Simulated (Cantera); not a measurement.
Input (Python, Cantera) and output of one run.

```python
import numpy as np
import cantera as ct

gas_names = """
    Cu CuF CuF2 Cu2 F F2 H HF H2 H2F2 H3F3 H4F4 H5F5 H6F6 H7F7 N NF NF2 NF3 NH NH2 NH3 N2 N2H2 N2H4
""".split()
cond_names = """
    Cu(cr) Cu(L) CuF2(s) CuF2(L)
""".split()


# ... load() reads the species with a 1 bar reference pressure and builds the phases ...
atoms = {
    'Cu': {'Cu': 1},
    'F2': {'F': 2},
    'N2': {'N': 2},
    'HF': {'H': 1, 'F': 1},
}
top_T = {}  # K; cautious upper limits of use, not melting points


# ... equilibrate(T, P, feed) seeds the gas with the atoms and calls Mixture.equilibrate('TP', solver="vcs", rtol=1e-11, max_steps=5000) ...
results = []
feed = {'Cu': 1, 'F2': 0.78, 'N2': 9.4, 'HF': 1.6}  # mol
P = 220  # Pa
for T in [823, 873, 923, 973, 1023, 1073, 1123, 1173, 1223]:
    mix = equilibrate(T, P, feed)
    results.append((T, P, feed, dict(zip(mix.species_names, mix.species_moles))))

top = {s: max(r[3][s] / sum(r[3][g] for g in gas_names) for r in results) for s in gas_names}
cols = sorted((s for s in top if top[s] > 1e-06), key=lambda s: -top[s])[:7]
seen = [c for c in cond_names if any(r[3].get(c, 0) > 1e-12 for r in results)]
print("log10 of partial pressures in bar; condensed amounts in mol")
print(f"{'T/K':>10s}" + "".join(f"{s[:9]:>10s}" for s in cols + seen))
for T, P, feed, n in results:
    ng = sum(n[g] for g in gas_names)
    print(f"{T:10.4g}" + "".join(f"{np.log10(max(n[s] / ng * P / 1e5, 1e-99)):10.3f}" for s in cols)
          + "".join(f"{n.get(c, 0):10.4g}" for c in seen))
```

It prints:

```
log10 of partial pressures in bar; condensed amounts in mol
       T/K        N2        HF      CuF2       CuF         F    Cu(cr)   CuF2(s)
       823    -2.726    -3.495    -7.795    -7.654   -15.042    0.2199    0.7799
       873    -2.726    -3.495    -6.858    -6.754   -13.784    0.2196    0.7789
       923    -2.726    -3.495    -6.028    -5.955   -12.663    0.2172    0.7725
       973    -2.728    -3.497    -5.288    -5.241   -11.658    0.2056    0.7397
      1023    -2.736    -3.505    -4.624    -4.600   -10.753    0.1557    0.5943
      1073    -2.762    -3.531    -4.027    -4.092    -9.863         0   0.04915
      1123    -2.764    -3.533    -3.989    -4.093    -9.093         0         0
      1173    -2.764    -3.533    -3.989    -4.093    -8.426         0         0
      1223    -2.764    -3.533    -3.989    -4.093    -7.813         0         0
```

These are equilibrium values from Cantera (NASA tables, ideal gas, pure condensed phases), not measurements of a reactor. Mutual solubility and eutectic melting of coexisting phases are not modelled.
